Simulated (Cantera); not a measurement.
A diamond (100) surface in a fixed gas of H2 with x(CH4) = 0.0081, x(H) = 0.00026, x(CH3) = 0.00065, at 1175 K; coverages are run to steady state.

Cantera simulation using the Harris–Goodwin 1993 mechanism for the reconstructed diamond (100) surface; the numbers are that mechanism's predictions, not measurements.

θ: site fractions in the mechanism's names (c6HH fully hydrogenated, c6H* and c6*H radical sites, c6** diradical, c6HM methylated).

```csv
P (Pa),growth (µm/h),θ c6HH,θ c6H*,θ c6*H,θ c6**,θ c6HM
640,0.0878,0.525,0.0314,0.423,0.00935,0.00183
1000,0.151,0.524,0.0314,0.422,0.00924,0.00287
1700,0.292,0.522,0.0312,0.420,0.00913,0.00488
2700,…,0.520,0.0311,0.418,0.00904,…
4300,…,0.516,0.0309,0.415,0.00895,…
6900,2.03,0.511,0.0305,0.410,0.00883,0.0188
11000,4.17,0.503,0.0300,0.403,0.00866,0.0288
18000,9.16,0.491,0.0292,0.392,0.00842,0.0441
```

Q: What belongs in the gaps?

A: 
- 2700, growth (µm/h): 0.533
- 2700, θ c6HM: 0.00768
- 4300, growth (µm/h): 1.01
- 4300, θ c6HM: 0.0120
